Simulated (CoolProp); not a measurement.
Vapour-liquid equilibrium of R1234yf (1) + isobutane (2) at -23.95 °C; x and y are mole fractions of (1).

The numbers come from the multi-fluid Helmholtz-energy mixture model, Lemmon 2022 and Bücker 2006; pair parameters Bell 2016 in CoolProp.

```
x      bubble pressure, mixture model (bar)  bubble pressure, Raoult's law (bar)  y, mixture model  y, Raoult's law
-----  ------------------------------------  -----------------------------------  ----------------  ---------------
0.05                                 0.7796                               0.6454             0.246            0.099
0.125                                0.9532                               0.6957             0.417            0.231
0.2                                   1.066                               0.7461             0.504            0.344
0.275                                 1.141                               0.7964             0.559            0.443
0.35                             (withheld)                               0.8467             0.598            0.530
0.425                                 1.233                               0.8971        (withheld)            0.608
0.5                                   1.263                               0.9474        (withheld)            0.677
0.575                            (withheld)                               0.9977             0.688            0.739
0.65                                  1.307                                1.048             0.721            0.796
0.725                                 1.321                                1.098             0.758            0.847
0.8                                   1.327                                1.149        (withheld)            0.893
0.875                                 1.324                                1.199             0.862            0.936
0.95                                  1.306                                1.249        (withheld)            0.976
```

Q: Fill in the missing entries.

A: 
- 0.35, bubble pressure, mixture model (bar): 1.194
- 0.425, y, mixture model: 0.630
- 0.5, y, mixture model: 0.659
- 0.575, bubble pressure, mixture model (bar): 1.288
- 0.8, y, mixture model: 0.804
- 0.95, y, mixture model: 0.937

The largest gap from Raoult's law is +43.3 % in bubble pressure, at x = 0.275. y crosses x between x = 0.8 and 0.875: the model has an azeotrope there.

Pair parameters are fitted to limited data, so mixtures are less certain than the pure fluids.
